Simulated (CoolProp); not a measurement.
A simple Rankine cycle with R11: condensing at 331.15 K, boiler at 2.86 MPa, turbine inlet 482 K, turbine efficiency 0.6, pump efficiency 0.7, no recuperator. Each further row changes one setting.

Values from CoolProp's reference Helmholtz-energy equation of state, Jacobsen 1992.

```
case                             thermal efficiency (%)  net work (kJ/kg)  heat in (kJ/kg)  turbine exit temperature (K)  volume ratio over the turbine
-------------------------------  ----------------------  ----------------  ---------------  ----------------------------  -----------------------------
as stated                                          11.4              27.7              242                         403.2                           10.3
condensing temperature 323.15 K                    12.2              30.6              250                         397.8                           12.8
boiler pressure 2 MPa                              10.2              25.7              252                         420.9                           6.78
turbine efficiency 0.5                              9.3              22.6              242                         410.8                           10.5
```
